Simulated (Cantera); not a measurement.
An adiabatic, constant-volume homogeneous reactor starts with 11.8 % CO, 1.65 % H2, 18.2 % O2, 68.4 % N2, at 1650 K and 0.430 bar.

Detailed kinetics in Cantera: GRI-Mech 3.0 (53 species, 325 reactions).

Question: Predict: time of steepest temperature rise; temperature at 0.300 s; equilibrium temperature; x(CO) at 0.300 s; x(H2) at 0.300 s; x(O2) at 0.300 s; x(HO2) at 0.300 s; x(H) at 0.300 s.

Answer: 
```
Property                                                              Result
---------------------------------  -----------------------------------------
time of steepest temperature rise                                   0.132 ms
temperature at 0.300 s                                                2559 K
equilibrium temperature                                               2559 K
x(CO) at 0.300 s                       0.0194 (gas-phase equilibrium 0.0194)
x(H2) at 0.300 s                   0.000395 (gas-phase equilibrium 0.000395)
x(O2) at 0.300 s                         0.116 (gas-phase equilibrium 0.116)
x(HO2) at 0.300 s                    3.49e-6 (gas-phase equilibrium 3.49e-6)
x(H) at 0.300 s                    0.000814 (gas-phase equilibrium 0.000814)
```
